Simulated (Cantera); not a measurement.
Input: 1 mol SiC, 0.048 mol C, 0.42 mol H2, equilibrated at 1250 °C and 98.0 mbar.

Cantera equilibrium calculation (NASA polynomials, part measured and part estimated; ideal gas, pure solids and liquids). Candidate condensed phases: C, C6H6, C7H8, C8H18, Si, SiC; 87 gas species. Kinetics and transport are ignored.

**Question.** What is the equilibrium state?

**Answer.** 
| Item | Value |
|---|---|
| x(H2) | 1.000 |
| x(CH4) | 0.000225 |
| x(H) | 7.39e-5 |
| x(C2H2 (acetylene)) | 1.18e-5 |
| n(C(graphite)) | 0.0479 mol |
| n(SiC(s)) | 1.00 mol |
| gas amount | 0.4199 mol |
| log10 activity of Si(s) (absent) | -2.10 |
